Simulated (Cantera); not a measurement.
Input: 1 mol Fe(CO)5, 0.042 mol O2, 0.14 mol H2, at 775 °C and 1 atm.

These are equilibrium values from Cantera (NASA tables, ideal gas, pure condensed phases), not measurements of a reactor. Candidate condensed phases: C, C6H6, C7H8, C8H18, Fe, Fe(CO)5, FeO, Fe(OH)2, Fe(OH)3, Fe2O3, Fe3O4, H2O; 114 gas species. Condensed phases not in the tables: cementite and carbon dissolved in iron. Equilibrium is a limit: real reactors are often held back by kinetics, nucleation or transport.

Base state: CO 0.818, CO2 0.151, H2 0.0267, H2O 0.00414, CH4 4.22e-5 (mole fractions); condensed: C(graphite) + Fe(α).

Question: What changes in the equilibrium state with this change: temperature from 775 °C to 1027 °C?

Answer: 
```json
[
 {"species": "CO", "before": "0.818", "after": "0.957"},
 {"species": "H2", "before": "0.0267", "after": "0.0265"},
 {"species": "CO2", "before": "0.151", "after": "0.0156"},
 {"species": "H2O", "before": "0.00414", "after": "0.000760"},
 {"species": "CH4", "before": "4.22e-5", "after": "1.72e-6"},
 {"species": "C(graphite), mol", "before": "0.616", "after": "0"},
 {"species": "Fe(α), mol", "before": "1.00", "after": "0"},
 {"species": "Fe(γ), mol", "before": "0", "after": "1.00"}
]
```
